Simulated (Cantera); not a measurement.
**Dilute partial oxidation**

An isothermal, constant-pressure homogeneous reactor starts with 0.347 % CH3OH, 0.417 % O2, 99.2 % N2, at 1075 K and 1.50 bar.

Computed with Cantera and GRI-Mech 3.0 (53 species, 325 reactions). GRI-Mech 3.0 was tuned for natural gas; its chemistry of methanol as a main component is partial and can be far from experiment.

```json
[
 {"t (s)": "9.00e-6", "x CH3OH": "0.00347", "x O2": "0.00417", "x H2O": "2.78e-11", "x HCN": "<1e-12", "x CO2": "4.42e-12", "x H2O2": "<1e-12"},
 {"t (s)": "2.87e-5", "x CH3OH": "0.00347", "x O2": "0.00417", "x H2O": "1.10e-10", "x HCN": "<1e-12", "x CO2": "1.70e-11", "x H2O2": "<1e-12"},
 {"t (s)": "9.14e-5", "x CH3OH": "0.00347", "x O2": "0.00417", "x H2O": "3.78e-10", "x HCN": "<1e-12", "x CO2": "5.70e-11", "x H2O2": "<1e-12"},
 {"t (s)": "0.000291", "x CH3OH": "0.00347", "x O2": "0.00417", "x H2O": "1.23e-9", "x HCN": "<1e-12", "x CO2": "1.85e-10", "x H2O2": "<1e-12"},
 {"t (s)": "0.000928", "x CH3OH": "0.00347", "x O2": "0.00417", "x H2O": "3.97e-9", "x HCN": "<1e-12", "x CO2": "5.91e-10", "x H2O2": "<1e-12"},
 {"t (s)": "0.00296", "x CH3OH": "0.00347", "x O2": "0.00417", "x H2O": "1.28e-8", "x HCN": "<1e-12", "x CO2": "1.89e-9", "x H2O2": "5.52e-12"},
 {"t (s)": "0.00942", "x CH3OH": "0.00347", "x O2": "0.00417", "x H2O": "4.17e-8", "x HCN": "<1e-12", "x CO2": "6.01e-9", "x H2O2": "1.09e-10"},
 {"t (s)": "0.0300", "x CH3OH": "0.00347", "x O2": "0.00417", "x H2O": "1.57e-7", "x HCN": "<1e-12", "x CO2": "1.92e-8", "x H2O2": "1.43e-9"},
 {"t (s)": "0.0956", "x CH3OH": "0.00347", "x O2": "0.00417", "x H2O": "1.32e-6", "x HCN": "<1e-12", "x CO2": "6.11e-8", "x H2O2": "1.89e-8"},
 {"t (s)": "0.305", "x CH3OH": "6.36e-5", "x O2": "0.00217", "x H2O": "0.00377", "x HCN": "<1e-12", "x CO2": "0.000173", "x H2O2": "1.48e-6"},
 {"t (s)": "0.970", "x CH3OH": "<1e-12", "x O2": "1.35e-9", "x H2O": "0.00595", "x HCN": "4.91e-11", "x CO2": "0.00236", "x H2O2": "2.58e-12"},
 {"t (s)": "3.09", "x CH3OH": "<1e-12", "x O2": "5.25e-11", "x H2O": "0.00587", "x HCN": "4.95e-11", "x CO2": "0.00244", "x H2O2": "<1e-12"},
 {"t (s)": "9.85", "x CH3OH": "<1e-12", "x O2": "4.49e-12", "x H2O": "0.00583", "x HCN": "4.98e-11", "x CO2": "0.00249", "x H2O2": "<1e-12"},
 {"t (s)": "31.4", "x CH3OH": "<1e-12", "x O2": "<1e-12", "x H2O": "0.00579", "x HCN": "5.01e-11", "x CO2": "0.00252", "x H2O2": "<1e-12"},
 {"t (s)": "100", "x CH3OH": "<1e-12", "x O2": "<1e-12", "x H2O": "0.00575", "x HCN": "5.04e-11", "x CO2": "0.00257", "x H2O2": "<1e-12"}
]
```
x: mole fraction; the columns are a selection and need not sum to one.

Equilibrium at this temperature and pressure: CH3OH <1e-12, O2 <1e-12, H2O 0.00552, HCN 3.04e-11, CO2 0.00280, H2O2 <1e-12 (gas phase only).
